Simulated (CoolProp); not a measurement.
Model: reference Helmholtz-energy equation of state, McLinden 2020, in CoolProp.

For R1336mzz(Z), give the phase and the density (kg/m³), cp (kJ/(kg K)), speed of sound (m/s), expansivity (1/kK) at 89.25 °C and 13.6 MPa; 89.25 °C and 21.3 MPa; 89.25 °C and 29 MPa.


- 89.25 °C and 13.6 MPa: liquid; density 1260, cp 1.29, speed of sound 535, expansivity 1.94
- 89.25 °C and 21.3 MPa: liquid; density 1290, cp 1.27, speed of sound 591, expansivity 1.69
- 89.25 °C and 29 MPa: liquid; density 1310, cp 1.26, speed of sound 639, expansivity 1.51
